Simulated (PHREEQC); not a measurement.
A solution holds 0.076 mmol/kgw HCl, at 65 °C. Closed to the air; pH follows from the charge balance.

All values are PHREEQC results (ion-association model, phreeqc.dat), not measurements.

| Item | Result |
|---|---|
| pH | 4.12 |
| ionic strength | 7.60e-5 mol/kgw |
| total alkalinity | -0.0760 meq/kg |

```csv
species,molality,activity,log γ
H+,7.60e-5,7.52e-5,-0.005
Cl-,7.60e-5,7.52e-5,-0.005
OH-,1.69e-9,1.67e-9,-0.005
```

This is a speciation only: nothing precipitates in the calculation. Complexes and solids missing from the database can't appear. Constants without temperature data keep their 25 °C values here.
